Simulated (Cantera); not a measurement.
Feed: 1 mol Si, 6.6 mol Br₂, 1.4 mol H₂, held at 1402 °C and 7.20e-5 bar.

Cantera equilibrium calculation (NASA polynomials, part measured and part estimated; ideal gas, pure solids and liquids). Candidate condensed phases: Br₂, Si; 19 gas species. The tables' values for SiBr, SiBr₃ are old estimates; treat these amounts as uncertain. Rates play no part.

Base state: Br 0.727, HBr 0.162, SiBr₂ 0.0780, H₂ 0.0287, H 0.00232, SiBr 0.000994, Si 0.000181, SiBr₃ 0.000144 (mole fractions); condensed: gas only.

Task: What changes in the equilibrium state with this change: pressure from 7.20e-5 bar to 0.000270 bar?

Result: 
```tsv
species	before	after
Br	0.727	0.705
HBr	0.162	0.201
SiBr₂	0.0780	0.0801
H₂	0.0287	0.0125
SiBr₄	2.93e-6	3.97e-5
Si	0.000181	1.40e-5
SiBr₃	0.000144	0.000536
SiBr	0.000994	0.000281
Br₂	8.00e-5	0.000282
```
The tables' values for SiBr₃, SiBr are old estimates; treat these amounts as uncertain.
